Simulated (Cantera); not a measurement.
Feed: 1 mol SiH₄, 1.3 mol NH₃, held at 1298 K and 4.50 mbar.

Method: chemical equilibrium by Gibbs-energy minimisation in Cantera with the NASA 1993 tables (ideal gas, pure condensed phases). Candidate condensed phases: Si, Si₃N₄; 18 gas species. Mutual solubility and eutectic melting of coexisting phases are not modelled. Kinetics and transport are ignored.

Base state: H₂ 1.000, N₂ 0.000105, H 1.60e-5 (mole fractions); condensed: Si(s) + Si₃N₄(s).

### Question
What changes in the equilibrium state with this change: NH₃ from 1.3 to 18 mol?

### Answer
```json
[
 {"species": "H₂", "before": "1.000", "after": "0.777"},
 {"species": "N₂", "before": "0.000105", "after": "0.223"},
 {"species": "H", "before": "1.60e-5", "after": "1.41e-5"},
 {"species": "Si(s), mol", "before": "0.0256", "after": "0"},
 {"species": "Si₃N₄(s), mol", "before": "0.325", "after": "0.333"}
]
```

### Question
What changes in the equilibrium state with this change: 0.14 mol O₂ added?

### Answer
| species | before | after |
|---|---|---|
| H₂ | 1.000 | 0.981 |
| N₂ | 0.000105 | 0.0190 |
| H | 1.60e-5 | 1.58e-5 |
| Si(s), mol | 0.0256 | 0 |
| Si₃N₄(s), mol | 0.325 | 0.147 |
| Si₂N₂O(s), mol | 0 | 0.280 |
Further candidate phases: H₂O, SiO₂, Si₂N₂O.
